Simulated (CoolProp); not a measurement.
R365MFC along the isotherm 500 K: fugacity coefficient from the reference equation and from simpler models built on Tc = 460.0 K, pc = 32.66 bar, ω = 0.377; each cubic takes its own stable root.

Computed with CoolProp (reference Helmholtz-energy equation of state, Lemmon 2016).

```csv
p (bar),phase,reference
14.8,gas,0.8787
29.7,gas,0.7665
44.5,supercritical,0.6649
59.4,supercritical,0.5729
74.2,supercritical,0.5018
89.1,supercritical,0.4516
104,supercritical,0.4157
119,supercritical,0.3892
134,supercritical,0.3693
148,supercritical,0.3551
163,supercritical,0.3434
```

Task: How far does each simpler model (Redlich-Kwong, Peng-Robinson) lie from the reference over these 11 states: mean and median of the absolute difference, and the worst?

Result: 
- Redlich-Kwong: mean 0.9 %, median 0.6 %, worst -2.3 % at 500 K and 59.4 bar
- Peng-Robinson: mean 0.5 %, median 0.3 %, worst -1.3 % at 500 K and 59.4 bar
